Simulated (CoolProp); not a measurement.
Water along the isobar 4.26 bar: fugacity coefficient from the reference equation and from simpler models built on Tc = 373.9 °C, pc = 220.6 bar, ω = 0.344; each cubic takes its own stable root.

Model: reference Helmholtz-energy equation of state, Wagner 2002, in CoolProp.

```csv
T (°C),phase,reference,Redlich-Kwong,Soave-Redlich-Kwong
40.15,liquid,0.01748,0.07403,0.01379
63.45,liquid,0.05465,0.1982,0.04635
86.75,liquid,0.1442,0.4504,0.1294
109.95,liquid,0.3303,0.8971,0.3098
133.25,liquid,0.6783,0.9763,0.6583
156.55,gas,0.9667,0.9796,0.9763
179.85,gas,0.9736,0.9823,0.9796
203.05,gas,0.9786,0.9845,0.9824
226.35,gas,0.9824,0.9864,0.9848
249.65,gas,0.9854,0.9880,0.9868
272.85,gas,0.9877,0.9894,0.9884
296.15,gas,0.9895,0.9905,0.9899
319.45,gas,0.9910,0.9916,0.9911
342.75,gas,0.9923,0.9924,0.9922
365.95,gas,0.9933,0.9932,0.9931
389.25,gas,0.9941,0.9939,0.9939
```

At some of these states Redlich-Kwong gives the other phase, because its saturation line lies elsewhere.
